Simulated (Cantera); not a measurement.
An isothermal, constant-pressure homogeneous reactor starts with 6.94 % H2, 8.46 % O2, 84.6 % N2, equivalence ratio 0.41, at 1400 K and 100.0 Torr.

Model: GRI-Mech 3.0 (53 species, 325 reactions), integrated in Cantera. The temperature is held fixed by assumption; the heat of reaction is taken as removed at once.

One state of this run: x H2 = 0.00131; x O2 = 0.0512; x NO2 = 1.37e-9; x HO2 = 2.41e-6; x NO = 1.49e-5. x: mole fraction; the columns are a selection and need not sum to one.

**Question.** Which value of t (s) does it belong to?
(A) 0.00795
(B) 0.00316
(C) 0.126
(D) 3.16e-5

**Answer.** A, 0.00795
